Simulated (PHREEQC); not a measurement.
A solution holds 17 mmol/kgw Al2(SO4)3, 1.2 mmol/kgw NaF and 9.4 mmol/kgw NaCl, at 25 °C. Closed to the air; pH follows from the charge balance.

Computed with PHREEQC (ion-association model, phreeqc.dat).

Each row changes one thing in this solution. This is a speciation only: nothing precipitates in the calculation.

| case | pH | ionic strength (mol/kgw) | SI of Halite (NaCl) |
|---|---|---|---|
| as made | 3.98 | 0.0809 | -5.79 |
| temperature from 25 to 10 °C | 4.16 | 0.0847 | -5.78 |
| Al2(SO4)3 left out | 7.19 | 0.0106 | -5.66 |
| NaF left out | 3.97 | 0.0780 | -5.84 |
| Al2(SO4)3 replaced by KHSO4 at the same molality | 2.04 | 0.0481 | -5.75 |
| Al2(SO4)3 from 0.017 to 0.0085 mol/kgw | 4.04 | 0.0517 | -5.76 |
| Al2(SO4)3 from 0.017 to 0.0034 mol/kgw | 4.13 | 0.0311 | -5.72 |
| diluted 10-fold with water | 4.15 | 0.0118 | -7.67 |

Some of these states are supersaturated (in Gibbsite (slow to form), for instance). At this temperature some constants are extrapolated from 25 °C, and those without enthalpy data are left unchanged. Fluoro complexes past AlF4- and FeF3 are missing from the database.
